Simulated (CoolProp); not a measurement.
Vapour-liquid equilibrium of R124 (1) + R142b (2) at 0.241 bar; x and y are mole fractions of (1).

Computed with CoolProp (multi-fluid Helmholtz-energy mixture model, de Vries 1995 and Lemmon 2006; pair parameters Bell 2016).

```csv
x,"bubble temperature, mixture model (°C)","bubble temperature, Raoult's law (°C)","y, mixture model","y, Raoult's law"
0.05,-39.8,-39.9,0.052,0.055
0.125,-39.9,-40.0,0.130,0.137
0.2,-40.0,-40.2,0.207,0.217
0.275,-40.0,-40.3,0.285,0.296
0.35,-40.1,-40.5,0.363,0.374
0.425,-40.2,-40.6,0.441,0.450
0.5,-40.3,-40.8,0.520,0.526
0.575,-40.4,-40.9,0.598,0.600
0.65,-40.6,-41.0,0.675,0.673
0.725,-40.8,-41.2,0.751,0.745
0.8,-41.0,-41.3,0.825,0.816
0.875,-41.2,-41.4,0.894,0.886
0.95,-41.5,-41.6,0.960,0.955
```

The largest gap from Raoult's law is +0.5 K in bubble temperature, at x = 0.575. No azeotrope shows between x = 0.05 and 0.95.

Pair parameters are fitted to limited data, so mixtures are less certain than the pure fluids.
